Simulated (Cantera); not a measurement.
## Premixed flame

A freely propagating, adiabatic, planar premixed flame of CH4 : O2 : N2 : H2O = 1 : 2 : 7.52 : 0.25 (molar parts), equivalence ratio 1.0, unburnt at 373 K and 2.90 bar; multicomponent+Soret transport, grid criteria slope 0.08 and curve 0.16, no radiation.

Computed with Cantera and GRI-Mech 3.0 (53 species, 325 reactions). Burning velocities carry a grid error of a few per cent, more on coarse grids.

```json
[
 {"z (mm)": "-0.651", "T (K)": "373", "u (m/s)": "0.323", "x CH4": "0.0928", "x O2": "0.186", "x H2O": "0.0232", "x CO": "3.72e-6", "x NO": "<1e-8", "x H": "<1e-8"},
 {"z (mm)": "-0.434", "T (K)": "376", "u (m/s)": "0.326", "x CH4": "0.0924", "x O2": "0.185", "x H2O": "0.0235", "x CO": "3.59e-5", "x NO": "<1e-8", "x H": "<1e-8"},
 {"z (mm)": "-0.326", "T (K)": "387", "u (m/s)": "0.336", "x CH4": "0.0911", "x O2": "0.185", "x H2O": "0.0247", "x CO": "0.000213", "x NO": "1.41e-8", "x H": "<1e-8"},
 {"z (mm)": "-0.217", "T (K)": "474", "u (m/s)": "0.412", "x CH4": "0.0845", "x O2": "0.180", "x H2O": "0.0336", "x CO": "0.00185", "x NO": "1.76e-7", "x H": "<1e-8"},
 {"z (mm)": "-0.109", "T (K)": "947", "u (m/s)": "0.833", "x CH4": "0.0572", "x O2": "0.140", "x H2O": "0.0804", "x CO": "0.0135", "x NO": "3.51e-6", "x H": "7.67e-6"},
 {"z (mm)": "-0.0543", "T (K)": "1384", "u (m/s)": "1.23", "x CH4": "0.0303", "x O2": "0.0957", "x H2O": "0.125", "x CO": "0.0269", "x NO": "9.03e-6", "x H": "0.000155"},
 {"z (mm)": "0", "T (K)": "1791", "u (m/s)": "1.60", "x CH4": "0.00541", "x O2": "0.0469", "x H2O": "0.168", "x CO": "0.0379", "x NO": "1.68e-5", "x H": "0.00150"},
 {"z (mm)": "0.0543", "T (K)": "1950", "u (m/s)": "1.73", "x CH4": "0.000160", "x O2": "0.0237", "x H2O": "0.184", "x CO": "0.0307", "x NO": "2.57e-5", "x H": "0.00301"},
 {"z (mm)": "0.109", "T (K)": "2012", "u (m/s)": "1.78", "x CH4": "2.71e-6", "x O2": "0.0173", "x H2O": "0.187", "x CO": "0.0227", "x NO": "3.07e-5", "x H": "0.00295"},
 {"z (mm)": "0.217", "T (K)": "2084", "u (m/s)": "1.83", "x CH4": "<1e-8", "x O2": "0.0133", "x H2O": "0.191", "x CO": "0.0167", "x NO": "3.61e-5", "x H": "0.00211"},
 {"z (mm)": "0.434", "T (K)": "2151", "u (m/s)": "1.88", "x CH4": "<1e-8", "x O2": "0.0101", "x H2O": "0.195", "x CO": "0.0129", "x NO": "4.31e-5", "x H": "0.00118"},
 {"z (mm)": "0.868", "T (K)": "2202", "u (m/s)": "1.92", "x CH4": "<1e-8", "x O2": "0.00753", "x H2O": "0.199", "x CO": "0.00988", "x NO": "5.26e-5", "x H": "0.000615"},
 {"z (mm)": "1.74", "T (K)": "2232", "u (m/s)": "1.95", "x CH4": "<1e-8", "x O2": "0.00592", "x H2O": "0.202", "x CO": "0.00768", "x NO": "6.56e-5", "x H": "0.000356"}
]
```
x: mole fraction of selected species; z is measured from the peak of heat release.

```json
{
  "laminar_burning_velocity": "32.3 cm/s",
  "thermal_thickness": "0.217 mm",
  "peak x(CO)": "0.0380",
  "peak x(H)": "0.00310",
  "grid_points": "147"
}
```
